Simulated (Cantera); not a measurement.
Input (Python, Cantera):

```python
import numpy as np
import cantera as ct

gas = ct.Solution("gri30.yaml")
gas.TPX = 525, 500000, {'CH4': 1, 'O2': 3.03, 'N2': 11.4}
flame = ct.FreeFlame(gas, width=0.013)
flame.set_refine_criteria(ratio=3, slope=0.08, curve=0.16)
flame.transport_model = "mixture-averaged"
flame.solve(loglevel=0, auto=True)
z, T = flame.grid, flame.T
thick = (T[-1] - T[0]) / np.gradient(T, z).max()
show = ['CH4', 'O2', 'O', 'HCO', 'C2H4', 'H']
print(f"laminar burning velocity  {flame.velocity[0] * 100:.3f} cm/s")
print(f"burnt temperature         {T[-1]:.1f} K")
print(f"thermal thickness         {thick * 1e3:.4f} mm")
print(f"grid points               {len(z)}")
z0 = z[flame.heat_release_rate.argmax()]
print(f"{'z/mm':>9s}{'T/K':>9s}{'u/(m/s)':>9s}" + "".join(f"{s:>11s}" for s in show))
rows = []
for k in (-3, -2, -1.5, -1, -0.5, -0.25, 0, 0.25, 0.5, 1, 2, 4, 8):
    zz = z0 + k * thick
    rows.append([k * thick, np.interp(zz, z, T), np.interp(zz, z, flame.velocity),
                 *(np.interp(zz, z, flame.X[gas.species_index(s)]) for s in show)])
    print(f"{rows[-1][0] * 1e3:9.3f}{rows[-1][1]:9.1f}{rows[-1][2]:9.3f}" + "".join(f"{x:11.3e}" for x in rows[-1][3:]))
```

Output:

```
laminar burning velocity  25.683 cm/s
burnt temperature         1942.0 K
thermal thickness         0.1830 mm
grid points               132
     z/mm      T/K  u/(m/s)        CH4         O2          O        HCO       C2H4          H
   -0.549    526.4    0.258  6.469e-02  1.962e-01  1.473e-15  1.307e-17  1.111e-07  1.441e-15
   -0.366    535.9    0.262  6.405e-02  1.955e-01  2.009e-13  7.145e-15  1.323e-06  1.497e-13
   -0.275    563.4    0.276  6.239e-02  1.934e-01  5.274e-12  4.625e-13  6.284e-06  5.042e-12
   -0.183    674.3    0.332  5.613e-02  1.846e-01  3.824e-10  5.331e-11  3.602e-05  1.009e-09
   -0.092   1041.0    0.515  3.604e-02  1.520e-01  6.407e-07  3.971e-08  1.871e-04  1.779e-06
   -0.046   1362.4    0.676  1.846e-02  1.208e-01  1.779e-05  1.221e-06  3.173e-04  3.182e-05
    0.000   1681.4    0.833  3.046e-03  8.749e-02  3.243e-04  6.085e-06  1.219e-04  2.876e-04
    0.046   1816.5    0.896  7.640e-05  7.318e-02  9.434e-04  6.387e-07  1.501e-06  3.743e-04
    0.092   1869.6    0.919  1.264e-06  6.954e-02  7.892e-04  1.324e-08  8.302e-09  2.352e-04
    0.183   1913.2    0.938  1.298e-09  6.761e-02  3.856e-04  2.529e-10  1.857e-12  7.643e-05
    0.366   1934.8    0.948  1.793e-13  6.704e-02  1.308e-04  1.263e-11  5.322e-17  1.459e-05
    0.732   1941.2    0.950  7.657e-15  6.697e-02  5.815e-05  1.098e-12  2.952e-21  4.098e-06
    1.464   1942.0    0.951  4.343e-15  6.697e-02  4.959e-05  5.901e-13  9.386e-23  3.171e-06
```

Model: GRI-Mech 3.0 (53 species, 325 reactions), integrated in Cantera. Burning velocities carry a grid error of a few per cent, more on coarse grids.
